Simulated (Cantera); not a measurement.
A Cantera script and what it prints.

```python
import numpy as np
import cantera as ct

gas_names = """
    F F2 N NF NF2 NF3 N2 Si SiF SiF2 SiF3 SiF4 SiN Si2 Si2N Si3
""".split()
cond_names = """
    Si(cr) Si(L) Si3N4(a)
""".split()


# ... load() reads the species with a 1 bar reference pressure and builds the phases ...
atoms = {
    'SiF4': {'Si': 1, 'F': 4},
    'N2': {'N': 2},
}
top_T = {'Si3N4(a)': 2400}  # K; cautious upper limits of use, not melting points


# ... equilibrate(T, P, feed) seeds the gas with the atoms and calls Mixture.equilibrate('TP', solver="vcs", rtol=1e-11, max_steps=5000) ...
results = []
feed = {'SiF4': 1, 'N2': 0.34}  # mol
T = 1698  # K
P = 3500  # Pa
mix = equilibrate(T, P, feed)
results.append((T, P, feed, dict(zip(mix.species_names, mix.species_moles))))
print(gas.report(threshold=0.001))
for i in range(1, mix.n_phases):
    print(f"{mix.phase(i).name:16s} {mix.phase_moles(i):12.5e} mol")
```

Output:

```
       temperature   1698 K
          pressure   3500 Pa
           density   0.021017 kg/m^3
  mean mol. weight   84.776 kg/kmol
   phase of matter   gas

                          1 kg             1 kmol
                     ---------------   ---------------
          enthalpy       -1.2862e+07       -1.0904e+09  J
   internal energy       -1.3028e+07       -1.1045e+09  J
           entropy            5060.4          4.29e+05  J/K
    Gibbs function       -2.1454e+07       -1.8188e+09  J
 heat capacity c_p            1038.9             88074  J/K
 heat capacity c_v            940.83             79759  J/K

                      mass frac. Y      mole frac. X     chem. pot. / RT
                     ---------------   ---------------   ---------------
                N2          0.083842           0.25372           -31.126
              SiF4           0.91612           0.74621           -162.05
     [  +14 minor]        3.8596e-05        6.2876e-05

Si(L)             0.00000e+00 mol
Si3N4(a)          0.00000e+00 mol
```

These are equilibrium values from Cantera (NASA tables, ideal gas, pure condensed phases), not measurements of a reactor. The tables' values for SiF3 are old estimates; treat these amounts as uncertain.
